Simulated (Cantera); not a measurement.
A perfectly stirred reactor is fed with H2 : O2 = 0.037 : 1 (molar parts), equivalence ratio 0.018, at 10.00 Torr; it is held at 1275 K, and followed from long to short residence time.

Computed with Cantera and the H2/O2 subset of GRI-Mech 3.0, which has no nitrogen chemistry. Radical loss at walls, strong at low pressure, is not modelled. The temperature is held fixed by assumption; the heat of reaction is taken as removed at once.

Q: Predict: x(H2) at τ = 5.10 s; x(O2) at τ = 5.10 s; x(H) at τ = 5.10 s; x(O) at τ = 5.10 s; x(H2O) at τ = 5.10 s; x(H2) at τ = 96.0 ms; x(O2) at τ = 96.0 ms; x(H) at τ = 96.0 ms; x(O) at τ = 96.0 ms; x(H2O) at τ = 96.0 ms.

A: 
```
Item                      Value
---------------------  --------
x(H2) at τ = 5.10 s     4.35e-5
x(O2) at τ = 5.10 s       0.962
x(H) at τ = 5.10 s      4.72e-5
x(O) at τ = 5.10 s      0.00138
x(H2O) at τ = 5.10 s     0.0358
x(H2) at τ = 96.0 ms   0.000425
x(O2) at τ = 96.0 ms      0.949
x(H) at τ = 96.0 ms     0.00143
x(O) at τ = 96.0 ms      0.0131
x(H2O) at τ = 96.0 ms    0.0337
```
